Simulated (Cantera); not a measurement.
Input (Python, Cantera) and output of one run.

```python
import numpy as np
import cantera as ct

gas_names = """
    P4 NO N N2 NO2
""".split()
cond_names = """
    P4O10(s)
""".split()


# ... load() reads the species with a 1 bar reference pressure and builds the phases ...
species = {s.name: s for s in load("nasa_gas.yaml", gas_names) + load("nasa_condensed.yaml", cond_names)}
# Each term lists the table entries of one substance; the one whose range holds T is used.
reactions = {
    'P4(g) + 10 NO(g) = P4O10 + 10 N(g)':
        [(-1, ['P4']), (-10, ['NO']), (1, ['P4O10(s)']), (10, ['N'])],
    '2 P4O10 + 5 N2(g) = 2 P4(g) + 10 NO2(g)':
        [(-2, ['P4O10(s)']), (-5, ['N2']), (2, ['P4']), (10, ['NO2'])],
}


def pick(names, T):
    return next(species[n] for n in names if species[n].thermo.min_temp <= T <= species[n].thermo.max_temp)


results = []
for label, terms in reactions.items():
    print(label)
    print("     T/K   dH/kJ  dS/(J/K)   dG/kJ   log10 K")
    for T in [300, 475, 500, 525, 550, 575, 600, 625, 650]:
        used = [(nu, pick(names, T)) for nu, names in terms]
        dH = sum(nu * s.thermo.h(T) for nu, s in used) / 1e6
        dS = sum(nu * s.thermo.s(T) for nu, s in used) / 1e3
        dG = dH - T * dS / 1e3
        logK = -dG * 1e6 / (ct.gas_constant * T * np.log(10))
        results.append((label, T, dH, dS, dG, logK, [s.name for _, s in used]))
        print(f"{T:8g} {dH:8.1f} {dS:8.1f} {dG:8.1f} {logK:8.2f}")
```

Result:

```
P4(g) + 10 NO(g) = P4O10 + 10 N(g)
     T/K   dH/kJ  dS/(J/K)   dG/kJ   log10 K
     300    745.3   -625.4    932.9  -162.42
     475    760.9   -585.4   1039.0  -114.25
     500    764.0   -579.1   1053.5  -110.06
     525    767.2   -572.7   1067.9  -106.25
     550    770.7   -566.4   1082.2  -102.77
     575    774.3   -560.0   1096.3   -99.59
     600    778.0   -553.6   1110.2   -96.65
     625    781.9   -547.2   1123.9   -93.93
     650    786.0   -540.9   1137.5   -91.41
2 P4O10 + 5 N2(g) = 2 P4(g) + 10 NO2(g)
     T/K   dH/kJ  dS/(J/K)   dG/kJ   log10 K
     300   6479.7   1545.7   6015.9 -1047.45
     475   6460.7   1497.3   5749.4  -632.24
     500   6456.8   1489.4   5712.1  -596.73
     525   6452.7   1481.4   5675.0  -564.62
     550   6448.3   1473.2   5638.0  -535.44
     575   6443.7   1465.0   5601.3  -508.83
     600   6438.8   1456.7   5564.8  -484.45
     625   6433.6   1448.2   5528.5  -462.03
     650   6428.2   1439.7   5492.4  -441.36
```

Standard-state values (1 bar) from the NASA 1993 polynomials, evaluated with Cantera. Condensed species are held in their standard states even where they would react or evaporate.
